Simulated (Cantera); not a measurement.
A Cantera script and what it prints.

```python
import numpy as np
import cantera as ct

gas_names = [...]  # 92 gases of nasa_gas.yaml made of C, H, N
cond_names = """
    C(gr) C6H6(L) C7H8(L) C8H18(L),n-octa
""".split()


# ... load() reads the species with a 1 bar reference pressure and builds the phases ...
atoms = {
    'n-butane': {'C': 4, 'H': 10},
    'H2': {'H': 2},
    'N2': {'N': 2},
}
top_T = {'C(gr)': 4500}  # K; cautious upper limits of use, not melting points


# ... equilibrate(T, P, feed) seeds the gas with the atoms and calls Mixture.equilibrate('TP', solver="vcs", rtol=1e-11, max_steps=5000) ...
results = []
feed = {'n-butane': 1, 'H2': 8.5, 'N2': 0.38}  # mol
T = 1123.15  # K
for P in [10, 72, 520, 3700, 27000, 190000, 1400000, 10000000]:
    mix = equilibrate(T, P, feed)
    results.append((T, P, feed, dict(zip(mix.species_names, mix.species_moles))))

top = {s: max(r[3][s] / sum(r[3][g] for g in gas_names) for r in results) for s in gas_names}
cols = sorted((s for s in top if top[s] > 0.0001), key=lambda s: -top[s])[:9]
seen = [c for c in cond_names if any(r[3].get(c, 0) > 1e-12 for r in results)]
print("log10 of partial pressures in bar; condensed amounts in mol")
print(f"{'P/Pa':>10s}" + "".join(f"{s[:9]:>10s}" for s in cols + seen))
for T, P, feed, n in results:
    ng = sum(n[g] for g in gas_names)
    print(f"{P:10.4g}" + "".join(f"{np.log10(max(n[s] / ng * P / 1e5, 1e-99)):10.3f}" for s in cols)
          + "".join(f"{n.get(c, 0):10.4g}" for c in seen))
```

It prints:

```
log10 of partial pressures in bar; condensed amounts in mol
      P/Pa        H2       CH4        N2       NH3      C2H6     C(gr)
        10    -4.012    -9.557    -5.563   -12.352   -18.435         4
        72    -3.155    -7.842    -4.705   -10.637   -15.863         4
       520    -2.296    -6.125    -3.847    -8.920   -13.287     3.998
      3700    -1.444    -4.422    -2.994    -7.216   -10.732     3.986
   2.7e+04    -0.584    -2.701    -2.128    -5.493    -8.151     3.898
   1.9e+05     0.244    -1.044    -1.264    -3.818    -5.666      3.37
   1.4e+06     1.016     0.499    -0.331    -2.194    -3.351     1.448
     1e+07     1.744     1.608     0.573    -0.650    -1.861         0
```

Equilibrium computed with Cantera from the NASA thermochemical tables; the gas is ideal and each condensed phase is pure. The ideal-gas law is rough above about 30 bar.
